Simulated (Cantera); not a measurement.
## Thermodynamics of nitride etching, feed AlN + H2

A closed system holds: 1 mol AlN, 2.8 mol H2, equilibrated at 0.00350 bar.

Method: chemical equilibrium by Gibbs-energy minimisation in Cantera with the NASA 1993 tables (ideal gas, pure condensed phases). Candidate condensed phases: Al, AlN; 13 gas species. Kinetics and transport are ignored.

From 1348 K to 1948 K the condensed part is AlN(s). From 2048 K to 2148 K nothing is condensed. The main Al-bearing gas is Al throughout.

| T (K) | x H2 | x Al | x N2 | x H | x AlH | n AlN(s) |
|---|---|---|---|---|---|---|
| 1348 | 1.000 | 1.15e-6 | 6.56e-7 | 3.91e-5 | 1.59e-7 | 1.000 |
| 1448 | 1.000 | 1.61e-5 | 8.76e-6 | 0.000156 | 1.42e-6 | 1.000 |
| 1548 | 0.999 | 0.000159 | 8.40e-5 | 0.000520 | 9.44e-6 | 1.000 |
| 1648 | 0.997 | 0.00118 | 0.000613 | 0.00150 | 4.96e-5 | 0.997 |
| 1748 | 0.985 | 0.00691 | 0.00356 | 0.00383 | 0.000213 | 0.980 |
| 1848 | 0.940 | 0.0333 | 0.0171 | 0.00869 | 0.000767 | 0.899 |
| 1948 | 0.775 | 0.137 | 0.0694 | 0.0168 | 0.00224 | 0.504 |
| 2048 | 0.626 | 0.227 | 0.115 | 0.0299 | 0.00268 | 0 |
| 2148 | 0.606 | 0.224 | 0.113 | 0.0548 | 0.00213 | 0 |
x: gas mole fraction; n: condensed amount in mol.
